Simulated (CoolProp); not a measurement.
Vapour-liquid equilibrium of dimethyl ether (1) + n-perfluorobutane (2) at 313.1 K; x and y are mole fractions of (1).

Computed with CoolProp (multi-fluid Helmholtz-energy mixture model, Wu 2011 and Gao 2022; pair parameters Bell 2016).

Task: Give the bubble pressure and the first vapour's composition at x = 0.75, 0.85, 0.95. Is there an azeotrope?

Result: x = 0.75: 1.056 MPa, y = 0.739; x = 0.85: 1.042 MPa, y = 0.782; x = 0.95: 0.9720 MPa, y = 0.887. y crosses x between x = 0.65 and 0.75: the model has an azeotrope there.

The pair parameters rest on a limited set of measurements; away from them the model extrapolates. With so large a gap from Raoult's law the liquid may split in two, which this calculation doesn't test in full.
